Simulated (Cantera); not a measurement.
Feed: 1 mol SiH₄, 0.25 mol N₂O, a varied amount of N₂, held at 1575 °C and 11.0 Pa.

Equilibrium computed with Cantera from the NASA thermochemical tables; the gas is ideal and each condensed phase is pure. Candidate condensed phases: H₂O, Si, SiO₂, Si₂N₂O, Si₃N₄; 35 gas species. The tables' values for SiN are old estimates; treat these amounts as uncertain. Equilibrium is a limit: real reactors are often held back by kinetics, nucleation or transport.

x: gas mole fraction; nothing condenses.

```json
[
 {"n(N₂) (mol)": "18", "x N₂": "0.853", "x H₂": "0.0860", "x Si": "0.0342", "x H": "0.0148", "x SiO": "0.0117"},
 {"n(N₂) (mol)": "25", "x N₂": "0.888", "x H₂": "0.0639", "x Si": "0.0259", "x H": "0.0128", "x SiO": "0.00880"},
 {"n(N₂) (mol)": "34", "x N₂": "0.914", "x H₂": "0.0479", "x Si": "0.0197", "x H": "0.0111", "x SiO": "0.00668"},
 {"n(N₂) (mol)": "47", "x N₂": "0.936", "x H₂": "[?]", "x Si": "[?]", "x H": "[?]", "x SiO": "[?]"},
 {"n(N₂) (mol)": "65", "x N₂": "0.952", "x H₂": "[?]", "x Si": "[?]", "x H": "[?]", "x SiO": "[?]"},
 {"n(N₂) (mol)": "90", "x N₂": "0.965", "x H₂": "0.0180", "x Si": "0.00794", "x H": "0.00678", "x SiO": "0.00267"},
 {"n(N₂) (mol)": "120", "x N₂": "0.973", "x H₂": "0.0133", "x Si": "0.00602", "x H": "0.00582", "x SiO": "0.00202"}
]
```

What belongs in the gaps?


- 65, x H₂: 0.0252
- 65, x Si: 0.0108
- 65, x H: 0.00802
- 65, x SiO: 0.00365
- 47, x H₂: 0.0349
- 47, x Si: 0.0147
- 47, x H: 0.00944
- 47, x SiO: 0.00495
